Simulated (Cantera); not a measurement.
An adiabatic, constant-volume homogeneous reactor starts with 3.84 % CH4, 20.2 % O2, 76.0 % N2, equivalence ratio 0.38, at 1125 K and 1130 Torr.

Computed with Cantera and GRI-Mech 3.0 (53 species, 325 reactions).

**Question.** Predict: time of steepest temperature rise; temperature at 8.00 s; equilibrium temperature; x(O2) at 8.00 s; x(NO) at 8.00 s; x(O) at 8.00 s.

**Answer.** 
| Property | Value |
|---|---|
| time of steepest temperature rise | 57.1 ms |
| temperature at 8.00 s | 2144 K |
| equilibrium temperature | 2144 K |
| x(O2) at 8.00 s | 0.120 (gas-phase equilibrium 0.120) |
| x(NO) at 8.00 s | 0.00824 (gas-phase equilibrium 0.00824) |
| x(O) at 8.00 s | 0.000388 (gas-phase equilibrium 0.000388) |
